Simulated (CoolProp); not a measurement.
Model: reference Helmholtz-energy equation of state, Lemmon 2003, in CoolProp. It is a pseudo-pure fit of the blend.

Task: For R410A, give the phase and the Joule-Thomson coefficient (K/MPa), viscosity (µPa s), Prandtl number at 300.3 K and 0.101 MPa; 338.1 K and 0.101 MPa.

Result: 
- 300.3 K and 0.101 MPa: gas; Joule-Thomson coefficient 19.6, viscosity 13.0, Prandtl number 0.794
- 338.1 K and 0.101 MPa: gas; Joule-Thomson coefficient 13.1, viscosity 14.7, Prandtl number 0.791

Viscosity comes from a separate model (Geller 2000). Thermal conductivity comes from a separate model (Geller 2001).
